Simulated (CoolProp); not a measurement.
Saturated liquid density (kg/m³) of R142b: the reference equation beside estimates from Tc = 410.3 K, pc = 4.055 MPa, ω = 0.232.

Values from CoolProp's reference Helmholtz-energy equation of state, Lemmon 2006. It is a short technical equation, of lower accuracy than the large ones.

```
T (K)  reference  Redlich-Kwong  Soave-Redlich-Kwong  Peng-Robinson
-----  ---------  -------------  -------------------  -------------
226.7       1274           1123                 1148           1294
238.6       1249           1100                 1127           1272
250.5       1223           1075                 1105           1247
262.4       1196           1048                 1081           1221
274.3       1169           1021                 1055           1193
286.2       1141          991.1                 1027           1163
298.1       1111          959.6                    ?           1130
310         1080          926.1                964.3           1093
321.9       1048          890.2                928.9              ?
333.8          ?          851.4                890.1           1010
345.7      975.2          809.2                847.2          961.5
357.6      933.8          762.9                799.3          906.6
369.5      887.2          711.0                744.8          843.5
381.4      832.6          651.4                681.1          769.0
```

What belongs in the gaps?


- 298.1, Soave-Redlich-Kwong: 996.8
- 321.9, Peng-Robinson: 1054
- 333.8, reference: 1013

Absolute difference from the reference over all 14 rows, mean and median: Redlich-Kwong 15.0 and 13.9 %, Soave-Redlich-Kwong 11.8 and 10.5 %, Peng-Robinson 2.3 and 1.9 %.
